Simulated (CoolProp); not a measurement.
A single-stage vapour-compression cycle with nitrous oxide: evaporating at 199.15 K (dew point), condensing at 255.15 K (bubble point), superheat 0 K, subcooling 8 K, compressor efficiency 0.7, no pressure losses. Each further row changes one setting.

Computed with CoolProp (reference Helmholtz-energy equation of state, Lemmon 2006). It is a short technical equation, of lower accuracy than the large ones.

```csv
case,cooling COP,pressure ratio,discharge temperature (K),refrigerating effect (kJ/kg),volumetric capacity (kJ/m³)
as stated,(withheld),8.51,370.9,270,1690
evaporating temperature 204.15 K,2.22,(withheld),(withheld),(withheld),2140
condensing temperature 250.15 K,(withheld),7.33,357.1,280,1750
subcooling 13 K,(withheld),8.51,370.9,280,1750
superheat 10 K,1.87,8.51,387.1,(withheld),1640
compressor efficiency 0.6,1.64,8.51,394.0,270,1690
```

Q: Complete the blanks.

A: 
- as stated, cooling COP: 1.92
- evaporating temperature 204.15 K, pressure ratio: 6.67
- evaporating temperature 204.15 K, discharge temperature (K): 355.6
- evaporating temperature 204.15 K, refrigerating effect (kJ/kg): 273
- condensing temperature 250.15 K, cooling COP: 2.17
- subcooling 13 K, cooling COP: 1.98
- superheat 10 K, refrigerating effect (kJ/kg): 279
